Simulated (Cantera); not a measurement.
An isothermal, constant-pressure homogeneous reactor starts with NH3 : N2 = 1 : 2.7 (molar parts), at 1750 K and 0.0263 atm.

Computed with Cantera and the gas-phase N/H chemistry of the illustrative SiF4/NH3 mechanism in the Surface Chemkin manual (1991). Walls and surfaces, which speed up NH3 decomposition in real reactors, are not modelled.

Problem. Predict: x(NH3) at 2.00 s; x(H) at 2.00 s; x(H2) at 2.00 s; x(N2H4) at 2.00 s; x(N) at 2.00 s; x(N2) at 2.00 s.

Solution. 
| Item | Result |
|---|---|
| x(NH3) at 2.00 s | 0.211 (gas-phase equilibrium 1.27e-7) |
| x(H) at 2.00 s | 2.61e-5 (gas-phase equilibrium 0.000809) |
| x(H2) at 2.00 s | 0.0699 (gas-phase equilibrium 0.319) |
| x(N2H4) at 2.00 s | 5.25e-9 (gas-phase equilibrium <1e-12) |
| x(N) at 2.00 s | 1.88e-7 (gas-phase equilibrium 7.37e-11) |
| x(N2) at 2.00 s | 0.719 (gas-phase equilibrium 0.681) |
